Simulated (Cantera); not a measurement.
Feed: 1 mol SiC, 3.1 mol H₂, held at 7.50 Torr.

Equilibrium computed with Cantera from the NASA thermochemical tables; the gas is ideal and each condensed phase is pure. Candidate condensed phases: C, C₆H₆, C₇H₈, C₈H₁₈, Si, SiC; 87 gas species. Gases not in the tables: Si₂H₆ and higher silanes. The numbers say what is thermodynamically allowed, not how fast it happens.

At 2025 K, list the 7 most abundant gas species with their mole fractions, and the condensed phases.

H₂ 0.980, H 0.0191, Si 0.000583, C₂H₂ (acetylene) 0.000319, SiH 3.70e-5, Si₂C 1.77e-5, SiH₂ 1.20e-5. Condensed: SiC(s).
